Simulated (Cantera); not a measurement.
# Ni + H2S + H2 (metals in furnace atmospheres)

Charge: 1 mol Ni, 0.59 mol H2S, 13 mol H2, held at 1.60 mbar.

Method: chemical equilibrium by Gibbs-energy minimisation in Cantera with the NASA 1993 tables (ideal gas, pure condensed phases). Candidate condensed phases: Ni, NiS, NiS2, Ni3S2, Ni3S4, S; 9 gas species. Metal and sulfide melt together well below either melting point, which pure phases cannot show. Mutual solubility and eutectic melting of coexisting phases are not modelled. Gases not in the tables: S3 to S7. The numbers say what is thermodynamically allowed, not how fast it happens.

From 1223 K to 1523 K the condensed part is Ni(s) + Ni3S2(l). From 1573 K to 1723 K the condensed part is Ni(s). From 1773 K to 1873 K the condensed part is Ni(l). The main Ni-bearing gas is NiS at 1223 K and Ni at 1873 K.

| T (K) | x H2 | x Ni | x H | x S2 | x H2S | n Ni(s) | n Ni3S2(l) | n Ni(l) |
|---|---|---|---|---|---|---|---|---|
| 1223 | 0.992 | 1.50e-8 | 7.49e-6 | 9.91e-5 | 0.00743 | 0.271 | 0.243 | 0 |
| 1273 | 0.991 | 7.70e-8 | 1.78e-5 | 0.000251 | 0.00833 | 0.297 | 0.234 | 0 |
| 1323 | 0.990 | 3.49e-7 | 3.94e-5 | 0.000588 | 0.00922 | 0.331 | 0.223 | 0 |
| 1373 | 0.988 | 1.41e-6 | 8.28e-5 | 0.00128 | 0.0101 | 0.380 | 0.207 | 0 |
| 1423 | 0.986 | 5.17e-6 | 0.000165 | 0.00263 | 0.0109 | 0.458 | 0.181 | 0 |
| 1473 | 0.982 | 1.73e-5 | 0.000313 | 0.00511 | 0.0117 | 0.585 | 0.138 | 0 |
| 1523 | 0.976 | 5.35e-5 | 0.000571 | 0.00943 | 0.0123 | 0.795 | 0.0678 | 0 |
| 1573 | 0.970 | 0.000154 | 0.00100 | 0.0140 | 0.0119 | 0.997 | 0 | 0 |
| 1623 | 0.970 | 0.000413 | 0.00170 | 0.0146 | 0.00981 | 0.992 | 0 | 0 |
| 1673 | 0.968 | 0.00104 | 0.00280 | 0.0149 | 0.00810 | 0.981 | 0 | 0 |
| 1723 | 0.966 | 0.00249 | 0.00448 | 0.0149 | 0.00668 | 0.957 | 0 | 0 |
| 1773 | 0.960 | 0.00550 | 0.00697 | 0.0146 | 0.00550 | 0 | 0 | 0.909 |
| 1823 | 0.950 | 0.0116 | 0.0106 | 0.0139 | 0.00449 | 0 | 0 | 0.815 |
| 1873 | 0.933 | 0.0233 | 0.0156 | 0.0128 | 0.00361 | 0 | 0 | 0.631 |
x: gas mole fraction; n: condensed amount in mol.
